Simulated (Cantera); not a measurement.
Charge: 1 mol SiH4, 19 mol O2, 17 mol N2, held at 925 °C and 650 Pa.

Method: chemical equilibrium by Gibbs-energy minimisation in Cantera with the NASA 1993 tables (ideal gas, pure condensed phases). Candidate condensed phases: H2O, Si, SiO2, Si2N2O, Si3N4; 35 gas species. The tables hold silica as quartz up to 1696 K and as liquid above; real silica turns to tridymite and cristobalite and melts near 1996 K. Rates play no part.

Base state: N2 0.472, O2 0.472, H2O 0.0556, NO 0.000224 (mole fractions); condensed: SiO2(β-quartz).

**Question.** What changes in the equilibrium state with this change: SiH4 replaced by Si2H6?

**Answer.** 
| species | before | after |
|---|---|---|
| N2 | 0.472 | 0.479 |
| O2 | 0.472 | 0.437 |
| H2O | 0.0556 | 0.0845 |
| OH | 9.36e-6 | 1.13e-5 |
| NO | 0.000224 | 0.000216 |
| SiO2(β-quartz), mol | 1.00 | 2.00 |
The feed counts by its element totals alone.

**Question.** What changes in the equilibrium state with this change: SiH4 replaced by HMDSO?

**Answer.** 
```tsv
species	before	after
N2	0.472	0.436
H2O	0.0556	0.231
O2	0.472	0.179
CO2	0	0.154
NO	0.000224	0.000132
OH	9.36e-6	1.50e-5
SiO2(β-quartz), mol	1.00	2.00
```
The feed counts by its element totals alone. Further candidate phases: C, C6H6, C7H8, C8H18, SiC.
